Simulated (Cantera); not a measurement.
Input (Python, Cantera) and output of one run.

```python
import numpy as np
import cantera as ct

gas_names = """
    H HO2 H2 H2O H2O2 O OH O2 O3 Si SiH SiH2 SiH3 SiH4 SiO SiO2 Si2 Si3
""".split()
cond_names = """
    H2O(s) H2O(L) Si(cr) Si(L) SiO2(Lqz) SiO2(hqz) SiO2(L)
""".split()


# ... load() reads the species with a 1 bar reference pressure and builds the phases ...
atoms = {
    'Si2H6': {'Si': 2, 'H': 6},
    'O2': {'O': 2},
    'H2': {'H': 2},
}
top_T = {}  # K; cautious upper limits of use, not melting points


# ... equilibrate(T, P, feed) seeds the gas with the atoms and calls Mixture.equilibrate('TP', solver="vcs", rtol=1e-11, max_steps=5000) ...
results = []
feed = {'Si2H6': 1, 'O2': 0.76, 'H2': 0.26}  # mol
T = 750  # K
P = 950  # Pa
mix = equilibrate(T, P, feed)
results.append((T, P, feed, dict(zip(mix.species_names, mix.species_moles))))
print(gas.report(threshold=0.0001))
for i in range(1, mix.n_phases):
    print(f"{mix.phase(i).name:16s} {mix.phase_moles(i):12.5e} mol")
```

It prints:

```
       temperature   750 K
          pressure   950 Pa
           density   0.00030713 kg/m^3
  mean mol. weight   2.016 kg/kmol
   phase of matter   gas

                          1 kg             1 kmol
                     ---------------   ---------------
          enthalpy         6.558e+06        1.3221e+07  J
   internal energy        3.4648e+06        6.9851e+06  J
           entropy             97404        1.9637e+05  J/K
    Gibbs function       -6.6495e+07       -1.3405e+08  J
 heat capacity c_p             14613             29460  J/K
 heat capacity c_v             10489             21146  J/K

                      mass frac. Y      mole frac. X     chem. pot. / RT
                     ---------------   ---------------   ---------------
                H2                 1                 1           -21.497
     [  +17 minor]        2.4213e-08        1.5231e-09

Si(cr)            1.24000e+00 mol
SiO2(Lqz)         7.60000e-01 mol
```

Equilibrium computed with Cantera from the NASA thermochemical tables; the gas is ideal and each condensed phase is pure. The feed counts by its element totals alone.
